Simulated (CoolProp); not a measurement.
The fluid at 330.65 K and 1.72 MPa flows at 0.56 m/s in a round tube of 20 mm bore and 15 µm roughness, fully developed (64/Re and Nu = 3.66 if laminar; Colebrook and Gnielinski if turbulent). The same conditions are run with several fluids, on thermodynamics alone (safety and materials aside).

The numbers come from the reference Helmholtz-energy equation of state of each fluid (R124: de Vries 1995; ethanol: Schroeder 2014; n-hexane: Thol 2019; R141b: Lemmon 2006; n-heptane: Span 2003) in CoolProp.

| fluid | Reynolds number | Darcy friction factor | pressure drop (Pa/m) | heat-transfer coefficient (W/(m² K)) | mass flow (kg/h) |
|---|---|---|---|---|---|
| R124 | 80800 | 0.0218 | 212 | 1230 | 785 |
| ethanol | 13800 | 0.0297 | 177 | 1010 | 480 |
| n-hexane | 31200 | 0.0252 | 124 | 1110 | 397 |
| R141b | ? | 0.0237 | 218 | 1080 | 743 |
| n-heptane | 25500 | 0.0262 | 134 | ? | ? |

Q: What belongs in the gaps?

A: 
- R141b, Reynolds number: 44800
- n-heptane, heat-transfer coefficient (W/(m² K)): 1020
- n-heptane, mass flow (kg/h): 414

Transport values come from each fluid's own correlations; those of R124, R141b are estimates that may be off by 10 % or more.
